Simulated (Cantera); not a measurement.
Charge: 1 mol PbO, 2.1 mol O₂, a varied amount of N₂, held at 1275 K and 1.50 mbar.

These are equilibrium values from Cantera (NASA tables, ideal gas, pure condensed phases), not measurements of a reactor. Candidate condensed phases: Pb, PbO, PbO₂, Pb₃O₄; 12 gas species. Gases not in the tables: (PbO)n polymers. The numbers say what is thermodynamically allowed, not how fast it happens.

x: gas mole fraction; nothing condenses.

| n(N₂) (mol) | x N₂ | x O₂ | x PbO | x Pb |
|---|---|---|---|---|
| 7.1 | 0.694 | 0.207 | 0.0934 | 0.00439 |
| 14 | 0.817 | ___ | ___ | ___ |
| 20 | 0.864 | 0.0921 | 0.0404 | 0.00285 |
| 27 | 0.896 | 0.0708 | 0.0307 | 0.00247 |
| 33 | 0.913 | 0.0591 | 0.0254 | 0.00224 |
| 40 | 0.927 | ___ | ___ | 0.00203 |
| 46 | 0.936 | 0.0436 | 0.0185 | 0.00189 |
| 53 | 0.944 | 0.0382 | 0.0161 | 0.00176 |

**Question.** Some entries are withheld; supply them.

**Answer.** 
- 14, x O₂: 0.124
- 14, x PbO: 0.0550
- 14, x Pb: 0.00334
- 40, x O₂: 0.0496
- 40, x PbO: 0.0211
